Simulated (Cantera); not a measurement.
Cantera run:

```python
import numpy as np
import cantera as ct

gas_names = """
    N NO NO2 NO3 N2 N2O O O2 O3 Si SiN SiO SiO2 Si2 Si2N Si3
""".split()
cond_names = """
    Si(cr) Si(L) SiO2(Lqz) SiO2(hqz) SiO2(L) Si2N2O(s) Si3N4(a)
""".split()


# ... load() reads the species with a 1 bar reference pressure and builds the phases ...
atoms = {
    'Si3N4': {'Si': 3, 'N': 4},
    'N2O': {'N': 2, 'O': 1},
    'N2': {'N': 2},
}
top_T = {'Si2N2O(s)': 2100, 'Si3N4(a)': 2400}  # K; cautious upper limits of use, not melting points


# ... equilibrate(T, P, feed) seeds the gas with the atoms and calls Mixture.equilibrate('TP', solver="vcs", rtol=1e-11, max_steps=5000) ...
results = []
feed = {'Si3N4': 1, 'N2O': 0.65, 'N2': 69}  # mol
P = 150000  # Pa
for T in [1000, 1100, 1200, 1300, 1400, 1500, 1600, 1700, 1800, 1900, 2000, 2100, 2200]:
    mix = equilibrate(T, P, feed)
    results.append((T, P, feed, dict(zip(mix.species_names, mix.species_moles))))

top = {s: max(r[3][s] / sum(r[3][g] for g in gas_names) for r in results) for s in gas_names}
cols = sorted((s for s in top if top[s] > 1e-05), key=lambda s: -top[s])[:9]
seen = [c for c in cond_names if any(r[3].get(c, 0) > 1e-12 for r in results)]
print("log10 of partial pressures in bar; condensed amounts in mol")
print(f"{'T/K':>10s}" + "".join(f"{s[:9]:>10s}" for s in cols + seen))
for T, P, feed, n in results:
    ng = sum(n[g] for g in gas_names)
    print(f"{T:10.4g}" + "".join(f"{np.log10(max(n[s] / ng * P / 1e5, 1e-99)):10.3f}" for s in cols)
          + "".join(f"{n.get(c, 0):10.4g}" for c in seen))
```

Result:

```
log10 of partial pressures in bar; condensed amounts in mol
       T/K        N2       SiO        Si      Si2N       SiN     Si(L) Si2N2O(s)  Si3N4(a)
      1000     0.176   -17.710   -23.060   -29.020   -21.476         0      0.65    0.5667
      1100     0.176   -14.928   -19.755   -24.797   -18.549         0      0.65    0.5667
      1200     0.176   -12.616   -17.005   -21.287   -16.114         0      0.65    0.5667
      1300     0.176   -10.667   -14.683   -18.324   -14.059         0      0.65    0.5667
      1400     0.176    -9.001   -12.696   -15.792   -12.301         0      0.65    0.5667
      1500     0.176    -7.563   -10.978   -13.605   -10.781         0      0.65    0.5667
      1600     0.176    -6.308    -9.478   -11.697    -9.455         0      0.65    0.5667
      1700     0.176    -5.205    -8.157   -10.019    -8.287         0    0.6497    0.5668
      1800     0.176    -4.228    -6.986    -8.533    -7.251         0    0.6472    0.5676
      1900     0.176    -3.357    -5.940    -7.208    -6.327         0    0.6295    0.5735
      2000     0.175    -2.576    -5.001    -6.019    -5.497         0     0.526    0.6078
      2100     0.172    -1.871    -4.151    -4.945    -4.748         0   0.01584    0.7763
      2200     0.172    -1.870    -3.433    -4.077    -4.120      2.32         0         0
```

Method: chemical equilibrium by Gibbs-energy minimisation in Cantera with the NASA 1993 tables (ideal gas, pure condensed phases). Mutual solubility and eutectic melting of coexisting phases are not modelled. The tables' values for SiN are old estimates; treat these amounts as uncertain.
